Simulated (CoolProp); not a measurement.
Saturation properties of nitrous oxide.

Computed with CoolProp (reference Helmholtz-energy equation of state, Lemmon 2006). It is a short technical equation, of lower accuracy than the large ones.

| T (K) | p (MPa) | liquid density (kg/m³) | enthalpy of vaporisation (kJ/kg) | surface tension (mN/m) |
|---|---|---|---|---|
| 220.9 | 0.5926 | 1117 | 329.1 | 15.7 |
| 224.2 | 0.6744 | 1106 | 324.4 | 15.0 |
| 227.5 | 0.7644 | 1095 | 319.6 | 14.3 |
| 230.8 | 0.8630 | 1083 | 314.7 | 13.6 |
| 234.1 | 0.9708 | 1071 | 309.5 | 12.9 |
| 237.4 | 1.088 | 1059 | 304.3 | 12.3 |
| 240.7 | 1.216 | 1047 | 298.8 | 11.6 |
| 244 | 1.354 | 1034 | 293.2 | 10.9 |
| 247.3 | 1.503 | 1022 | 287.4 | 10.3 |

It boils at 184.7 K under 1 atm.

Surface tension comes from a separate correlation (Mulero 2012).
